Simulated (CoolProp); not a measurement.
Vapour-liquid equilibrium of n-butane (1) + n-decane (2) at 0.112 MPa; x and y are mole fractions of (1).

Values from CoolProp's multi-fluid Helmholtz-energy mixture model, Bücker 2006 and Lemmon 2006; pair parameters Kunz 2012.

| x | bubble temperature (K) | y at the bubble point | dew temperature at overall composition x (K) | liquid density (mol/L) |
|---|---|---|---|---|
| 0.05 | [?] | 0.817 | 449.1 | 4.690 |
| 0.2 | 325.3 | [?] | [?] | 5.519 |
| 0.35 | 304.7 | 0.998 | 434.4 | 6.154 |
| 0.5 | [?] | [?] | 425.0 | 6.824 |
| 0.65 | 286.8 | 1.000 | 413.1 | 7.598 |
| 0.8 | 281.4 | 1.000 | 396.1 | 8.549 |
| 0.95 | 276.8 | 1.000 | 360.8 | 9.787 |

Task: Fill in the missing entries.

Result: 
- 0.05, bubble temperature (K): 393.5
- 0.2, y at the bubble point: 0.992
- 0.2, dew temperature at overall composition x (K): 442.3
- 0.5, bubble temperature (K): 293.9
- 0.5, y at the bubble point: 0.999

No azeotrope shows between x = 0.05 and 0.95.

Pair parameters are fitted to limited data, so mixtures are less certain than the pure fluids. The gap from Raoult's law changes sign with composition, which may be real or a fault of the pair parameters; it wasn't checked against measurements.
